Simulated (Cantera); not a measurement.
A perfectly stirred reactor is fed with CH₄ : H₂O : H₂ = 1 : 1.5 : 0.76 (molar parts), at 0.410 bar; it is held at 1625 K, and followed from long to short residence time.

Model: GRI-Mech 3.0 (53 species, 325 reactions), integrated in Cantera.

One state of this run: x CH₄ = 0.275; x H₂O = 0.450; x H₂ = 0.262; x CH₂O = 4.70e-6; x C₂H₂ = 0.00895; x C₂H = 4.45e-9. x: mole fraction; the columns are a selection and need not sum to one.

**Question.** Which value of τ (s) does it belong to?
A. 0.0081
B. 0.0019
C. 0.035
D. 0.0039

**Answer.** A, 0.0081
